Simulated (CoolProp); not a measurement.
Saturated liquid density (kg/m³) of ethylene: the reference equation beside estimates from Tc = 282.4 K, pc = 5.042 MPa, ω = 0.087. Rackett uses Z = 0.29056 − 0.08775 ω.

Model: reference Helmholtz-energy equation of state, Smukala 2000, in CoolProp.

```json
[
 {"T (K)": "140.2", "reference": "607.8", "Rackett": "601.0", "van der Waals": "395.7", "Soave-Redlich-Kwong": "585.8", "Peng-Robinson": "659.4"},
 {"T (K)": "144", "reference": "602.7", "Rackett": "596.2", "van der Waals": "392.8", "Soave-Redlich-Kwong": "581.2", "Peng-Robinson": "654.5"},
 {"T (K)": "147.9", "reference": "597.4", "Rackett": "591.2", "van der Waals": "389.7", "Soave-Redlich-Kwong": "576.4", "Peng-Robinson": "649.4"},
 {"T (K)": "151.7", "reference": "592.3", "Rackett": "586.3", "van der Waals": "386.6", "Soave-Redlich-Kwong": "571.6", "Peng-Robinson": "644.2"},
 {"T (K)": "155.5", "reference": "587.1", "Rackett": "581.4", "van der Waals": "383.4", "Soave-Redlich-Kwong": "566.6", "Peng-Robinson": "638.9"},
 {"T (K)": "159.3", "reference": "581.8", "Rackett": "576.3", "van der Waals": "380.2", "Soave-Redlich-Kwong": "561.6", "Peng-Robinson": "633.5"},
 {"T (K)": "163.1", "reference": "576.5", "Rackett": "571.2", "van der Waals": "376.9", "Soave-Redlich-Kwong": "556.4", "Peng-Robinson": "627.8"},
 {"T (K)": "167", "reference": "571.0", "Rackett": "565.9", "van der Waals": "373.5", "Soave-Redlich-Kwong": "550.9", "Peng-Robinson": "621.9"},
 {"T (K)": "170.8", "reference": "565.6", "Rackett": "560.7", "van der Waals": "370.1", "Soave-Redlich-Kwong": "545.4", "Peng-Robinson": "616.0"},
 {"T (K)": "174.6", "reference": "560.1", "Rackett": "555.4", "van der Waals": "366.7", "Soave-Redlich-Kwong": "539.7", "Peng-Robinson": "609.8"},
 {"T (K)": "178.4", "reference": "554.6", "Rackett": "550.0", "van der Waals": "363.1", "Soave-Redlich-Kwong": "533.9", "Peng-Robinson": "603.5"},
 {"T (K)": "182.2", "reference": "548.9", "Rackett": "544.5", "van der Waals": "359.5", "Soave-Redlich-Kwong": "528.0", "Peng-Robinson": "597.0"},
 {"T (K)": "186", "reference": "543.2", "Rackett": "538.9", "van der Waals": "355.8", "Soave-Redlich-Kwong": "521.8", "Peng-Robinson": "590.3"},
 {"T (K)": "189.9", "reference": "537.2", "Rackett": "533.0", "van der Waals": "351.9", "Soave-Redlich-Kwong": "515.3", "Peng-Robinson": "583.1"}
]
```

Absolute difference from the reference over all 14 rows, mean and median: Rackett 0.9 and 0.9 %, van der Waals 34.6 and 34.6 %, Soave-Redlich-Kwong 3.6 and 3.6 %, Peng-Robinson 8.8 and 8.8 %.
